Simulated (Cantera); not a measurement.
An isothermal, constant-pressure homogeneous reactor starts with CH₄ : H₂ : O₂ = 0.0021 : 1 : 0.005 (molar parts), equivalence ratio 100, at 2675 K and 0.0132 atm. Integrator tolerance rtol = 1e-08.

Cantera simulation using GRI-Mech 3.0 (53 species, 325 reactions); the numbers are that mechanism's predictions, not measurements. Radical loss at walls, strong at low pressure, is not modelled.

Task: What does this change do: temperature 2675 to 1550 K?

Result: 
```csv
quantity,before,after
x(CH₄) at 300 s,<1e-12 (gas-phase equilibrium <1e-12),0.000667 (gas-phase equilibrium 1.10e-10)
x(H₂) at 300 s,0.633 (gas-phase equilibrium 0.633),0.989 (gas-phase equilibrium 0.990)
x(O₂) at 300 s,9.52e-7 (gas-phase equilibrium 9.52e-7),<1e-12 (gas-phase equilibrium <1e-12)
x(CH₃) at 300 s,<1e-12 (gas-phase equilibrium <1e-12),3.72e-6 (gas-phase equilibrium <1e-12)
x(OH) at 300 s,0.000762 (gas-phase equilibrium 0.000762),8.91e-8 (gas-phase equilibrium 7.28e-8)
x(CO) at 300 s,0.00171 (gas-phase equilibrium 0.00171),0.000306 (gas-phase equilibrium 0.00208)
x(CH₂CO) at 300 s,<1e-12 (gas-phase equilibrium <1e-12),4.42e-9 (gas-phase equilibrium <1e-12)
```
